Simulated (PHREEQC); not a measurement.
Dissolve 0.2 mol HF per kg of water at 25 °C. Closed to the air; pH follows from the charge balance.

The numbers come from PHREEQC with the ion-association model, phreeqc.dat.

Each row changes one thing in this solution. No solid was allowed to form.

```
case                            pH  ionic strength (mol/kgw)  HF (mol/kgw)  F- (mol/kgw)  HF2- (mol/kgw)
----------------------------  ----  ------------------------  ------------  ------------  --------------
as made                       1.84                    0.0159         0.178       0.00947         0.00645
temperature from 25 to 15 °C  1.82                    0.0170         0.176        0.0105         0.00651
temperature from 25 to 20 °C  1.83                    0.0165         0.177       0.00998         0.00650
temperature from 25 to 30 °C  1.86                    0.0154         0.178       0.00898         0.00637
diluted 5-fold with water     2.29                   0.00546        0.0339       0.00483        0.000628
HF from 0.2 to 0.3 mol/kgw    1.71                    0.0218         0.267        0.0108          0.0110
```
